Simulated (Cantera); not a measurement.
An adiabatic, constant-volume homogeneous reactor starts with CH4 : O2 : N2 = 1 : 1.67 : 15.2 (molar parts), at 1250 K and 2.60 bar. Integrator tolerance rtol = 1e-08.

Model: GRI-Mech 3.0 (53 species, 325 reactions), integrated in Cantera.

Task: What does this change do: O2 1.67 to 2.1 parts?

Result: 
| quantity | before | after |
|---|---|---|
| time of steepest temperature rise | 25.7 ms | 17.8 ms |
| temperature at 1.00 s | 2400 K | 2534 K |
| equilibrium temperature | 2400 K | 2534 K |
| x(CH4) at 1.00 s | <1e-12 (gas-phase equilibrium <1e-12) | <1e-12 (gas-phase equilibrium <1e-12) |
| x(O2) at 1.00 s | 0.000142 (gas-phase equilibrium 0.000142) | 0.00812 (gas-phase equilibrium 0.00812) |
| x(OH) at 1.00 s | 0.00110 (gas-phase equilibrium 0.00110) | 0.00476 (gas-phase equilibrium 0.00476) |
| x(HO2) at 1.00 s | 6.73e-8 (gas-phase equilibrium 6.73e-8) | 2.09e-6 (gas-phase equilibrium 2.09e-6) |
| x(H) at 1.00 s | 0.000808 (gas-phase equilibrium 0.000808) | 0.000751 (gas-phase equilibrium 0.000751) |

Task: What does this change do: constant pressure in place of constant volume?

Result: 
| quantity | before | after |
|---|---|---|
| time of steepest temperature rise | 25.7 ms | 27.1 ms |
| temperature at 1.00 s | 2400 K | 2164 K |
| equilibrium temperature | 2400 K | 2164 K |
| x(CH4) at 1.00 s | <1e-12 (gas-phase equilibrium <1e-12) | <1e-12 (gas-phase equilibrium <1e-12) |
| x(O2) at 1.00 s | 0.000142 (gas-phase equilibrium 0.000142) | 1.64e-5 (gas-phase equilibrium 1.64e-5) |
| x(OH) at 1.00 s | 0.00110 (gas-phase equilibrium 0.00110) | 0.000312 (gas-phase equilibrium 0.000312) |
| x(HO2) at 1.00 s | 6.73e-8 (gas-phase equilibrium 6.73e-8) | 5.41e-9 (gas-phase equilibrium 5.41e-9) |
| x(H) at 1.00 s | 0.000808 (gas-phase equilibrium 0.000808) | 0.000331 (gas-phase equilibrium 0.000331) |

Task: What does this change do: pressure from 2.60 bar to 12.0 bar?

Result: 
```json
[
 {"quantity": "time of steepest temperature rise", "before": "25.7 ms", "after": "5.33 ms"},
 {"quantity": "temperature at 1.00 s", "before": "2400 K", "after": "2413 K"},
 {"quantity": "equilibrium temperature", "before": "2400 K", "after": "2413 K"},
 {"quantity": "x(CH4) at 1.00 s", "before": "<1e-12 (gas-phase equilibrium <1e-12)", "after": "1.30e-12 (gas-phase equilibrium 1.46e-12)"},
 {"quantity": "x(O2) at 1.00 s", "before": "0.000142 (gas-phase equilibrium 0.000142)", "after": "3.71e-5 (gas-phase equilibrium 3.71e-5)"},
 {"quantity": "x(OH) at 1.00 s", "before": "0.00110 (gas-phase equilibrium 0.00110)", "after": "0.000563 (gas-phase equilibrium 0.000563)"},
 {"quantity": "x(HO2) at 1.00 s", "before": "6.73e-8 (gas-phase equilibrium 6.73e-8)", "after": "3.75e-8 (gas-phase equilibrium 3.75e-8)"},
 {"quantity": "x(H) at 1.00 s", "before": "0.000808 (gas-phase equilibrium 0.000808)", "after": "0.000395 (gas-phase equilibrium 0.000395)"}
]
```
The pressure lies above the range GRI-Mech 3.0 was tuned for (to about 10 atm).
